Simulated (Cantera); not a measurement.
Charge: 1 mol BN, 1.8 mol Cl2, equilibrated at 1327 °C and 20.0 mbar.

Cantera equilibrium calculation (NASA polynomials, part measured and part estimated; ideal gas, pure solids and liquids). Candidate condensed phases: B, BN; 10 gas species. The tables' values for BCl2 are old estimates; treat these amounts as uncertain. The numbers say what is thermodynamically allowed, not how fast it happens.

Base state: BCl3 0.504, N2 0.252, Cl 0.187, Cl2 0.0578, BCl2 2.83e-5 (mole fractions); condensed: gas only.

### Question
What changes in the equilibrium state with this change: Cl2 from 1.8 to 0.95 mol?

### Answer
| species | before | after |
|---|---|---|
| BCl3 | 0.504 | 0.662 |
| N2 | 0.252 | 0.332 |
| Cl | 0.187 | 0.00279 |
| Cl2 | 0.0578 | 1.29e-5 |
| BCl | 2.58e-8 | 0.000151 |
| BCl2 | 2.83e-5 | 0.00248 |
| BN(s), mol | 0 | 0.367 |
The tables' values for BCl2, BCl are old estimates; treat these amounts as uncertain.

### Question
What changes in the equilibrium state with this change: Cl2 from 1.8 to 0.51 mol?

### Answer
| species | before | after |
|---|---|---|
| BCl3 | 0.504 | 0.662 |
| N2 | 0.252 | 0.332 |
| Cl | 0.187 | 0.00279 |
| Cl2 | 0.0578 | 1.29e-5 |
| BCl | 2.58e-8 | 0.000151 |
| BCl2 | 2.83e-5 | 0.00248 |
| BN(s), mol | 0 | 0.660 |
The tables' values for BCl2, BCl are old estimates; treat these amounts as uncertain.
